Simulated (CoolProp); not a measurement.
R123 along the isotherm 47.55 °C: fugacity coefficient from the reference equation and from simpler models built on Tc = 183.7 °C, pc = 3662 kPa, ω = 0.282; each cubic takes its own stable root.

Computed with CoolProp (reference Helmholtz-energy equation of state, Younglove 1994). It is a modified Benedict-Webb-Rubin equation, recast in Helmholtz form.

| p (kPa) | phase | reference |
|---|---|---|
| 57.9 | gas | 0.9812 |
| 85 | gas | 0.9724 |
| 125 | gas | 0.9595 |
| 183 | gas | 0.9406 |
| 269 | liquid | 0.6873 |
| 394 | liquid | 0.4717 |
| 579 | liquid | 0.3234 |
| 850 | liquid | 0.2227 |
| 1250 | liquid | 0.1539 |
| 1830 | liquid | 0.1077 |
| 2690 | liquid | 0.07585 |
| 3940 | liquid | 0.05447 |
| 5790 | liquid | 0.03994 |
| 8500 | liquid | 0.03033 |
| 12500 | liquid | 0.02419 |
| 18300 | liquid | 0.02078 |

Task: How far does each simpler model (van der Waals, Redlich-Kwong, Soave-Redlich-Kwong) lie from the reference over these 16 states: mean and median of the absolute difference, and the worst?

Result: 
- van der Waals: mean 184.9 %, median 243.4 %, worst +416.8 % at 47.55 °C and 18300 kPa
- Redlich-Kwong: mean 48.5 %, median 63.4 %, worst +78.0 % at 47.55 °C and 18300 kPa
- Soave-Redlich-Kwong: mean 2.2 %, median 1.3 %, worst +7.7 % at 47.55 °C and 18300 kPa

At some of these states van der Waals, Redlich-Kwong gives the other phase, because its saturation line lies elsewhere.
